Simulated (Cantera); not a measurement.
Cantera run:

```python
import numpy as np
import cantera as ct

gas_names = """
    CL CLO CL2 Fe FeCL FeCL2 FeCL3 FeO Fe(OH)2 Fe2CL4 Fe2CL6 H HCL HOCL HO2 H2 H2O H2O2 O OH O2 O3
""".split()
cond_names = """
    Fe(a) Fe(c) Fe(d) Fe(L) FeCL2(s) FeCL2(L) FeCL3(s) FeCL3(L) FeO(s) FeO(L) Fe(OH)2(s) Fe(OH)3(s)
    Fe2O3(s) Fe3O4(s) H2O(s) H2O(L)
""".split()


# ... load() reads the species with a 1 bar reference pressure and builds the phases ...
atoms = {
    'FeCl3': {'Fe': 1, 'CL': 3},
    'H2O': {'H': 2, 'O': 1},
    'H2': {'H': 2},
}
top_T = {'Fe2O3(s)': 1830, 'Fe3O4(s)': 1870}  # K; cautious upper limits of use, not melting points


# ... equilibrate(T, P, feed) seeds the gas with the atoms and calls Mixture.equilibrate('TP', solver="vcs", rtol=1e-11, max_steps=5000) ...
results = []
feed = {'FeCl3': 1, 'H2O': 0.43, 'H2': 0.16}  # mol
T = 1425  # K
P = 0.81  # Pa
mix = equilibrate(T, P, feed)
results.append((T, P, feed, dict(zip(mix.species_names, mix.species_moles))))
x = sorted(zip(gas.X, gas.species_names), reverse=True)
print(f"T = {T:g} K  P = {P:g} Pa  gas = {mix.phase_moles(0):.4g} mol")
print("   x: " + "  ".join(f"{s} {v:.3e}" for v, s in x if v > 0.0001))
print("   condensed (mol): " + ("  ".join(f"{mix.phase(i).name} {mix.phase_moles(i):.4g}"
      for i in range(1, mix.n_phases) if mix.phase_moles(i) > 1e-12) or "none"))
```

Result:

```
T = 1425 K  P = 0.81 Pa  gas = 2.306 mol
   x: HCL 4.228e-01  FeCL2 3.822e-01  CL 1.135e-01  H2O 4.426e-02  O2 3.664e-02  OH 3.171e-04
   condensed (mol): Fe3O4(s) 0.0395
```

Equilibrium computed with Cantera from the NASA thermochemical tables; the gas is ideal and each condensed phase is pure.
